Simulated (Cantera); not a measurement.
A closed system holds: 1 mol C3H6, 0.53 mol H2, equilibrated at 825 K and 0.0100 bar.

Method: chemical equilibrium by Gibbs-energy minimisation in Cantera with the NASA 1993 tables (ideal gas, pure condensed phases). Candidate condensed phases: C, C6H6, C7H8, C8H18; 76 gas species. The numbers say what is thermodynamically allowed, not how fast it happens.

Base state: H2 0.991, CH4 0.00889 (mole fractions); condensed: C(graphite).

**Question.** What changes in the equilibrium state with this change: pressure from 0.0100 bar to 0.390 bar?

**Answer.** 
| species | before | after |
|---|---|---|
| H2 | 0.991 | 0.783 |
| CH4 | 0.00889 | 0.217 |
| C(graphite), mol | 2.97 | 2.37 |

**Question.** What changes in the equilibrium state with this change: temperature from 825 K to 1648.15 K?

**Answer.** 
```
species            before     after
----------------  -------  --------
H2                  0.991     0.999
H                   <1e-9  0.000891
C2H2 (acetylene)    <1e-9   4.48e-5
CH4               0.00889   1.34e-5
C(graphite), mol     2.97      3.00
```
